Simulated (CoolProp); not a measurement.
CH3F (R41) along the isobar 22.7 MPa: Z from the reference equation and from simpler models built on Tc = 317.3 K, pc = 5.906 MPa, ω = 0.200; each cubic takes its own stable root.

The numbers come from the reference Helmholtz-energy equation of state, Lemmon 2006 in CoolProp. It is a short technical equation, of lower accuracy than the large ones.

| T (K) | phase | reference |
|---|---|---|
| 245.2 | liquid | 0.4662 |
| 251.7 | liquid | 0.4617 |
| 258.3 | liquid | 0.4577 |
| 264.8 | liquid | 0.4545 |
| 271.3 | liquid | 0.4518 |
| 277.9 | liquid | 0.4498 |
| 284.4 | liquid | 0.4484 |
| 290.9 | liquid | 0.4477 |
| 297.5 | liquid | 0.4476 |
| 304 | liquid | 0.4483 |
| 310.5 | liquid | 0.4497 |
| 317.1 | liquid | 0.4520 |
| 323.6 | supercritical | 0.4551 |
| 330.1 | supercritical | 0.4591 |
| 336.7 | supercritical | 0.4641 |
| 343.2 | supercritical | 0.4702 |

Question: How far does each simpler model (van der Waals, Redlich-Kwong, Soave-Redlich-Kwong, Peng-Robinson) lie from the reference over these 16 states: mean and median of the absolute difference, and the worst?

Answer: 
- van der Waals: mean 65.6 %, median 66.7 %, worst +76.0 % at 245.2 K and 22.7 MPa
- Redlich-Kwong: mean 26.9 %, median 27.3 %, worst +27.4 % at 271.3 K and 22.7 MPa
- Soave-Redlich-Kwong: mean 26.1 %, median 25.9 %, worst +27.8 % at 343.2 K and 22.7 MPa
- Peng-Robinson: mean 12.9 %, median 12.5 %, worst +15.9 % at 343.2 K and 22.7 MPa
